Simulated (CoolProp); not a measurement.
Vapour-liquid equilibrium of methane (1) + ethane (2) at 115 kPa; x and y are mole fractions of (1).

Values from CoolProp's multi-fluid Helmholtz-energy mixture model, Setzmann 1991 and Bücker 2006; pair parameters Kunz 2012.

Give the bubble temperature and the first vapour's composition at x = 0.35, 0.575, 0.725. Is there an azeotrope?

x = 0.35: -148.0 °C, y = 0.995; x = 0.575: -153.9 °C, y = 0.998; x = 0.725: -156.3 °C, y = 0.999. No azeotrope shows between x = 0.05 and 0.95.

Pair parameters are fitted to limited data, so mixtures are less certain than the pure fluids.
